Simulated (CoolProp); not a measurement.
Vapour-liquid equilibrium of acetone (1) + cyclohexane (2) at 15.9 bar; x and y are mole fractions of (1).

The numbers come from the multi-fluid Helmholtz-energy mixture model, Lemmon 2006 and Zhou 2014; pair parameters Bell 2016 in CoolProp.

| x | bubble temperature (K) | y at the bubble point | dew temperature at overall composition x (K) | liquid density (mol/L) |
|---|---|---|---|---|
| 0.05 | 474.5 | 0.139 | 480.6 | 6.851 |
| 0.15 | 461.7 | 0.325 | 473.8 | 7.166 |
| 0.25 | 453.9 | 0.440 | 466.9 | 7.426 |
| 0.35 | 448.9 | 0.521 | 460.0 | 7.676 |
| 0.45 | 445.5 | 0.586 | 453.3 | 7.940 |
| 0.55 | 443.0 | 0.646 | 447.3 | 8.235 |
| 0.65 | 441.3 | 0.707 | 442.9 | 8.571 |
| 0.75 | 440.1 | 0.774 | 440.5 | 8.955 |
| 0.85 | 439.7 | 0.851 | 439.7 | 9.387 |
| 0.95 | 440.1 | 0.945 | 440.2 | 9.866 |

y crosses x between x = 0.85 and 0.95: the model has an azeotrope there.

Pair parameters are fitted to limited data, so mixtures are less certain than the pure fluids.
